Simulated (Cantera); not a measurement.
Charge: 1 mol (CH₃)₂SiCl₂, 0.0066 mol C₂H₄, 16 mol H₂, held at 39.0 mbar.

Cantera equilibrium calculation (NASA polynomials, part measured and part estimated; ideal gas, pure solids and liquids). Candidate condensed phases: C, C₆H₆, C₇H₈, C₈H₁₈, Si, SiC; 109 gas species. The feed counts by its element totals alone. The tables' values for SiCl₃ are old estimates; treat these amounts as uncertain. Kinetics and transport are ignored. All values below are at 1127 °C.

Base state: H₂ 0.900, HCl 0.0995, SiCl₂ 0.000156, CH₄ 0.000136, H 2.34e-5, SiCl₃ 1.61e-5 (mole fractions); condensed: C(graphite) + SiC(s).

Problem. What changes in the equilibrium state with this change: pressure from 39.0 mbar to 0.520 bar?

Solution. 
```tsv
species	before	after
H₂	0.900	0.899
HCl	0.0995	0.0991
CH₄	0.000136	0.00181
SiCl₂	0.000156	0.000155
SiHCl₃	4.50e-6	5.92e-5
SiCl₄	7.02e-6	9.22e-5
H	2.34e-5	6.39e-6
SiCl₃	1.61e-5	5.80e-5
C(graphite), mol	1.01	0.984
SiC(s), mol	0.996	0.993
```
